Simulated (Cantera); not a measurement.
A closed system holds: 1 mol Ta(OEt)₅, 2 mol CO₂, 240 mol H₂, equilibrated at 2425 °C and 1 atm.

Method: chemical equilibrium by Gibbs-energy minimisation in Cantera with the NASA 1993 tables (ideal gas, pure condensed phases). Candidate condensed phases: C, C₆H₆, C₇H₈, C₈H₁₈, H₂O, Ta, TaC, Ta₂O₅; 113 gas species. The feed counts by its element totals alone. TaC: taken at fixed stoichiometry. Condensed phases not in the tables: Ta₂C. Rates play no part.

Base state: H₂ 0.909, H 0.0534, CO 0.0335, C₂H₂ (acetylene) 0.00364, CH₃ 3.90e-5, CH₄ 3.87e-5, C₂H 2.26e-5 (mole fractions); condensed: TaC(s).

Problem. What changes in the equilibrium state with this change: Ta(OEt)₅ replaced by Ta?

Solution. 
```
species            before     after
----------------  -------  --------
H₂                  0.909     0.931
H                  0.0534    0.0540
CO                 0.0335   0.00802
H₂O               1.16e-6   0.00557
TaO₂                <1e-9  0.000928
C₂H₂ (acetylene)  0.00364     <1e-9
TaO                 <1e-9  0.000505
C₂H               2.26e-5     <1e-9
TaC(s), mol          1.00         0
Ta(s), mol              0     0.643
```
Condensed phases not in the tables: Ta₂C, N, O or C dissolved in the metal.
